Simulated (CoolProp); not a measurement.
Saturation properties of decamethylcyclopentasiloxane (D5).

Values from CoolProp's reference Helmholtz-energy equation of state, Thol 2019.

| T (°C) | p (MPa) | vapour density (kg/m³) | surface tension (mN/m) |
|---|---|---|---|
| 96.25 | 0.002088 | 0.2533 | 12.9 |
| 108.05 | 0.003624 | 0.4272 | 12.0 |
| 119.95 | 0.006037 | 0.6926 | 11.2 |
| 131.85 | 0.009650 | 1.080 | 10.4 |
| 143.65 | 0.01482 | 1.622 | 9.66 |
| 155.55 | 0.02211 | 2.371 | 8.90 |
| 167.35 | 0.03194 | 3.366 | 8.16 |
| 179.25 | 0.04508 | 4.682 | 7.43 |
| 191.05 | 0.06200 | 6.364 | 6.73 |

It boils at 210.9 °C under 1 atm.

Surface tension comes from a separate correlation (Mulero 2014), older than this fluid's equation and unchecked against measurements.
